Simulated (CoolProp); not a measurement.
Vapour-liquid equilibrium of n-octane (1) + p-xylene (2) at 0.543 MPa; x and y are mole fractions of (1).

Model: multi-fluid Helmholtz-energy mixture model, Beckmüller 2019 and Zhou 2012; pair parameters Bell 2016, in CoolProp.

```
x     bubble temperature (K)  y at the bubble point  dew temperature at overall composition x (K)  liquid density (mol/L)
----  ----------------------  ---------------------  --------------------------------------------  ----------------------
0.05                   486.2                  0.071                                         486.6                   6.204
0.15                       ?                  0.198                                         484.6                       ?
0.25                   481.4                  0.310                                         482.6                   5.819
0.35                   479.6                  0.413                                         480.7                   5.639
0.45                   478.0                  0.509                                         479.0                   5.467
0.55                   476.7                  0.601                                         477.4                       ?
0.65                   475.5                  0.690                                         476.0                   5.147
0.75                   474.4                  0.779                                         474.8                   4.999
0.85                   473.5                  0.867                                         473.7                   4.857
0.95                   472.7                  0.956                                         472.8                   4.721
```

Q: What belongs in the gaps?

A: 
- 0.15, bubble temperature (K): 483.6
- 0.15, liquid density (mol/L): 6.007
- 0.55, liquid density (mol/L): 5.304

No azeotrope shows between x = 0.05 and 0.95.

Pair parameters are fitted to limited data, so mixtures are less certain than the pure fluids.
